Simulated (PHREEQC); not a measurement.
A made-up water analysis in mg/kgw, 25 °C, pH 6.87, pe 12.3:

```json
[
 {"constituent": "Na", "mg/kgw": "2060"},
 {"constituent": "K", "mg/kgw": "153"},
 {"constituent": "Ca", "mg/kgw": "121"},
 {"constituent": "Mg", "mg/kgw": "71.9"},
 {"constituent": "Cl", "mg/kgw": "2920"},
 {"constituent": "S(6) as SO4", "mg/kgw": "985"},
 {"constituent": "Alkalinity as HCO3", "mg/kgw": "196"},
 {"constituent": "Zn", "mg/kgw": "2.39"},
 {"constituent": "Li", "mg/kgw": "6.48"}
]
```

Valence states are taken as typed.

Computed with PHREEQC (ion-association model, wateq4f.dat).

Precipitation was switched off in this run.

Predict the charge-balance error.

charge-balance error 0.2 %.

In which forms is C present?

HCO3- 78 %, CO2 18 %, NaHCO3 2.3 %, CaHCO3+ 0.9 %, MgHCO3+ 0.9 % of the C.
